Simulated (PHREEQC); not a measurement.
PHREEQC input (ion-association model, wateq4f.dat):

```
SOLUTION_MASTER_SPECIES
  An  An-  0  An  62.0  # stands for a non-complexing anion
SOLUTION_SPECIES
  An- = An-
    -log_k 0
    -gamma 3.0 0
PHASES
  Fix_H+
    H+ = H+
    -log_k 0
SOLUTION 1
  temp 25
  units mmol/kgw
  pH 7 charge
  S(6) 0.035
  Ag 0.07
  Na 300
  An 300
END
SELECTED_OUTPUT 1
  -reset false
  -pH true
  -pe true
  -ionic_strength true
  -water true
  -totals Ag Na S S(-2) S(6)
  -molalities Hfo_wOH Hfo_wOH2+ Hfo_wO- Hfo_sOH Hfo_sOH2+ Hfo_sO- Hfo_sOAg Hfo_wOAg Hfo_wSO4- Hfo_wOHSO4-2
  -saturation_indices Ag2O Ag2SO4 Mirabilite
USER_PUNCH 1
  -headings sigma psi
  10 PUNCH EDL("sigma", "Hfo"), EDL("psi", "Hfo")
PRINT
  -reset false
USE solution 1
SURFACE 1
  Hfo_wOH 0.000224719 600 0.1
  Hfo_sOH 5.61798e-06
EQUILIBRIUM_PHASES 1
  Fix_H+ -4 HAn 10
    -force_equality true
  O2(g) -0.68 10
END
# ... the last block is repeated for the other 12 points of pH, with NaOH or the acid as the point needs
```

Selected output (columns that matter, 13 of 13 rows; pH added in front):

```
pH	mu	Ag	Na	S	m_Hfo_wOH	m_Hfo_wOH2+	m_Hfo_wO-	m_Hfo_sOH	m_Hfo_sOH2+	m_Hfo_sO-	si_Ag2O	si_Mirabilite	sigma	psi
4	0.3003	6.9998e-05	0.3	1.7922e-05	8.9809e-06	0.00019865	9.3014e-09	2.4289e-07	5.3725e-06	2.5155e-10	-13.164	-5.744	0.29838	0.11507
4.67	0.30019	6.9962e-05	0.3	2.0683e-05	3.0689e-05	0.00017959	1.2014e-07	8.1401e-07	4.7636e-06	3.1866e-09	-11.824	-5.6809	0.26745	0.1096
5.33	0.30015	6.9632e-05	0.3	2.6107e-05	7.1933e-05	0.00014306	8.2858e-07	1.751e-06	3.4825e-06	2.017e-08	-10.508	-5.5795	0.21288	0.098282
6	0.30013	6.8073e-05	0.3	3.1737e-05	0.00011873	9.9452e-05	3.2471e-06	1.9948e-06	1.6709e-06	5.4555e-08	-9.1878	-5.4946	0.14839	0.080863
6.67	0.30011	6.5654e-05	0.3	3.4331e-05	0.00015102	6.4793e-05	8.0642e-06	9.7299e-07	4.1744e-07	5.1955e-08	-7.8792	-5.4605	0.089861	0.058418
7.33	0.30009	6.3916e-05	0.3	3.4906e-05	0.00016644	4.2372e-05	1.4977e-05	2.7484e-07	6.9969e-08	2.4732e-08	-6.5826	-5.4533	0.043844	0.032783
8	0.30008	6.0686e-05	0.30001	3.499e-05	0.00016949	2.7549e-05	2.3889e-05	6.5244e-08	1.0605e-08	9.1957e-09	-5.2876	-5.4522	0.0058566	0.0046759
8.67	0.3001	5.057e-05	0.30004	3.4999e-05	0.00015917	1.6464e-05	3.5251e-05	1.6933e-08	1.7516e-09	3.7501e-09	-4.1062	-5.452	-0.03022	-0.023348
9.33	0.30014	3.1528e-05	0.30011	3.5e-05	0.00013282	7.905e-06	5.1127e-05	5.9634e-09	3.5491e-10	2.2954e-09	-3.1976	-5.4518	-0.069514	-0.04819
10	0.30027	1.4238e-05	0.30027	3.5e-05	9.6482e-05	2.8338e-06	7.5254e-05	2.8403e-09	8.3422e-11	2.2154e-09	-2.5528	-5.4515	-0.11647	-0.069681
10.67	0.30083	5.9873e-06	0.30086	3.5e-05	5.8654e-05	7.3706e-07	0.00010693	1.483e-09	1.8636e-11	2.7036e-09	-1.9883	-5.4504	-0.17078	-0.087504
11.33	0.3033	3.4784e-06	0.30335	3.5e-05	2.651e-05	1.1736e-07	0.00013718	6.427e-10	2.8452e-12	3.3259e-09	-1.262	-5.446	-0.22044	-0.099743
12	0.31495	5.2249e-06	0.31501	3.5e-05	8.1812e-06	9.7437e-09	0.00015737	2.0419e-10	2.4319e-13	3.9277e-09	-0.2662	-5.426	-0.25307	-0.10565
```

Complexes and solids missing from the database can't appear.
